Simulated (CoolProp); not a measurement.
Ammonia at 494.78 K and 1.19 MPa is throttled through a valve to 0.274 MPa with no heat exchange. Each further row changes one setting.

Computed with CoolProp (reference Helmholtz-energy equation of state, Gao 2020).

```json
[
 {"case": "as stated", "temperature change (K)": "…", "final density (kg/m³)": "1.15"},
 {"case": "outlet pressure 0.0822 MPa", "temperature change (K)": "…", "final density (kg/m³)": "…"},
 {"case": "outlet pressure 0.356 MPa", "temperature change (K)": "…", "final density (kg/m³)": "…"}
]
```

Problem. Some entries are withheld; supply them.

Solution. 
- as stated, temperature change (K): -5.4
- outlet pressure 0.0822 MPa, temperature change (K): -6.5
- outlet pressure 0.0822 MPa, final density (kg/m³): 0.345
- outlet pressure 0.356 MPa, temperature change (K): -4.9
- outlet pressure 0.356 MPa, final density (kg/m³): 1.50
